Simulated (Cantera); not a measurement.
Charge: 1 mol Fe(CO)₅, 0.088 mol H₂, 0.77 mol N₂, held at 1548 K and 680000 Pa.

Cantera equilibrium calculation (NASA polynomials, part measured and part estimated; ideal gas, pure solids and liquids). Candidate condensed phases: C, C₆H₆, C₇H₈, C₈H₁₈, Fe, Fe(CO)₅, FeO, Fe(OH)₂, Fe(OH)₃, Fe₂O₃, Fe₃O₄, H₂O; 140 gas species. Iron dissolves carbon and melts from about 1420 K in contact with it, which pure phases cannot show. Condensed phases not in the tables: cementite and carbon dissolved in iron. Kinetics and transport are ignored.

Base state: CO 0.851, N₂ 0.132, H₂ 0.0149, CO₂ 0.00217, H₂O 0.000106, HCN 6.50e-5 (mole fractions); condensed: C(graphite) + Fe(γ).

**Question.** What changes in the equilibrium state with this change: temperature from 1548 K to 1148 K?

**Answer.** 
```tsv
species	before	after
CO	0.851	0.698
N₂	0.132	0.150
CO₂	0.00217	0.135
H₂	0.0149	0.0139
HCN	6.50e-5	1.86e-6
H₂O	0.000106	0.00317
C(graphite), mol	0.0129	0.711
Fe(γ), mol	1.00	0
Fe(α), mol	0	1.00
```
